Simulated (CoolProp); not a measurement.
A Linde-Hampson liquefier for nitrogen: isothermal reversible compression at 300 K from 1 atm to 25 MPa, throttling to 1 atm, return gas leaving the recuperator 2 K below the feed. Each further row changes one setting.

Computed with CoolProp (reference Helmholtz-energy equation of state, Span 2000).

| case | liquid yield per pass | compression work (kJ/kg of gas) |
|---|---|---|
| as stated | … | 493 |
| high pressure 50 MPa | … | … |
| warm-end temperature 330 K | 0.056 | … |
| warm-end gap 7 K | … | 493 |

### Question
Complete the blanks.

### Answer

- as stated, liquid yield per pass: 0.079
- high pressure 50 MPa, liquid yield per pass: 0.084
- high pressure 50 MPa, compression work (kJ/kg of gas): 567
- warm-end temperature 330 K, compression work (kJ/kg of gas): 545
- warm-end gap 7 K, liquid yield per pass: 0.067
